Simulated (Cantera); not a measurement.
Feed: 1 mol (CH₃)₂SiCl₂, 1.7 mol H₂, 0.34 mol CH₄, equilibrated at 2373 K and 4.60 mbar.

Method: chemical equilibrium by Gibbs-energy minimisation in Cantera with the NASA 1993 tables (ideal gas, pure condensed phases). Candidate condensed phases: C, C₆H₆, C₇H₈, C₈H₁₈, Si, SiC; 109 gas species. The feed counts by its element totals alone. The tables' values for SiCl, SiCl₃ are old estimates; treat these amounts as uncertain. Gases not in the tables: Si₂H₆ and higher silanes. Kinetics and transport are ignored.

Base state: H₂ 0.523, HCl 0.178, H 0.149, Si 0.0663, Cl 0.0363, SiCl₂ 0.0174, SiC₂ 0.0117, SiCl 0.00721 (mole fractions); condensed: C(graphite) + SiC(s).

**Question.** What changes in the equilibrium state with this change: temperature from 2373 K to 1550 K?

**Answer.** 
```
species             before     after
----------------  --------  --------
H₂                   0.523     0.691
HCl                  0.178     0.305
SiCl₂               0.0174   0.00395
H                    0.149  0.000386
SiC₂                0.0117     <1e-9
Si                  0.0663   6.36e-8
Cl                  0.0363  0.000136
Si₂C               0.00670     <1e-9
Si₂               0.000254     <1e-9
SiH                0.00105   9.42e-9
C₂H                4.95e-5     <1e-9
SiC                1.54e-5     <1e-9
C(graphite), mol      1.97      1.37
SiC(s), mol         0.0826     0.973
```
The tables' values for SiCl₃ are old estimates; treat these amounts as uncertain.

**Question.** What changes in the equilibrium state with this change: H₂ from 1.7 to 54 mol?

**Answer.** 
| species | before | after |
|---|---|---|
| H₂ | 0.523 | 0.769 |
| H | 0.149 | 0.181 |
| HCl | 0.178 | 0.0258 |
| Si | 0.0663 | 0.0121 |
| SiCl₂ | 0.0174 | 4.56e-5 |
| Cl | 0.0363 | 0.00434 |
| SiC₂ | 0.0117 | 0.00214 |
| SiCl₃ | 2.23e-5 | 7.00e-9 |
| SiCl | 0.00721 | 0.000158 |
| Si₂ | 0.000254 | 8.52e-6 |
| C(graphite), mol | 1.97 | 1.41 |
| SiC(s), mol | 0.0826 | 0 |
The tables' values for SiCl are old estimates; treat these amounts as uncertain.

**Question.** What changes in the equilibrium state with this change: (CH₃)₂SiCl₂ replaced by Si(CH₃)₄?

**Answer.** 
| species | before | after |
|---|---|---|
| H₂ | 0.523 | 0.733 |
| H | 0.149 | 0.176 |
| Si | 0.0663 | 0.0663 |
| HCl | 0.178 | 0 |
| Cl | 0.0363 | 0 |
| SiCl₂ | 0.0174 | 0 |
| SiC₂ | 0.0117 | 0.0117 |
| SiCl | 0.00721 | 0 |
| SiCl₃ | 2.23e-5 | 0 |
| C₂HCl | 1.01e-5 | 0 |
| C₄H₂ | 8.13e-6 | 1.14e-5 |
| C(graphite), mol | 1.97 | 3.89 |
| SiC(s), mol | 0.0826 | 0.0544 |
